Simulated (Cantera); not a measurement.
A perfectly stirred reactor is fed with H2 : O2 = 0.1 : 1 (molar parts), at 380 Pa; it is held at 1473 K, and followed from long to short residence time.

Model: the H2/O2 subset of GRI-Mech 3.0, which has no nitrogen chemistry, integrated in Cantera. Radical loss at walls, strong at low pressure, is not modelled. The temperature is held fixed by assumption; the heat of reaction is taken as removed at once.

x: mole fraction; the columns are a selection and need not sum to one.

```
τ (s)   x H2   x O2   x H2O   x H2O2      x H     x O
------  ----  -----  ------  -------  -------  ------
2.2      [?]  0.882  0.0881  1.61e-8  0.00274  0.0190
1.1      [?]  0.873  0.0857  1.80e-8  0.00458  0.0268
0.54     [?]  0.863  0.0828  1.95e-8  0.00703  0.0357
0.27     [?]  0.854  0.0801  2.04e-8  0.00956  0.0439
0.14     [?]  0.847  0.0780  2.09e-8   0.0116  0.0499
0.068    [?]  0.842  0.0763  2.14e-8   0.0132  0.0541
0.034    [?]  0.840  0.0751  2.18e-8   0.0142  0.0560
0.017    [?]  0.839  0.0737  2.26e-8   0.0149  0.0563
0.0084   [?]  0.840  0.0717  2.39e-8   0.0155  0.0550
0.0042   [?]  0.842  0.0686  2.58e-8   0.0160  0.0519
```

Question: Fill in the missing entries.

Answer: 
- 2.2, x H2: 0.000916
- 1.1, x H2: 0.00127
- 0.54, x H2: 0.00168
- 0.27, x H2: 0.00205
- 0.14, x H2: 0.00237
- 0.068, x H2: 0.00270
- 0.034, x H2: 0.00312
- 0.017, x H2: 0.00383
- 0.0084, x H2: 0.00515
- 0.0042, x H2: 0.00763
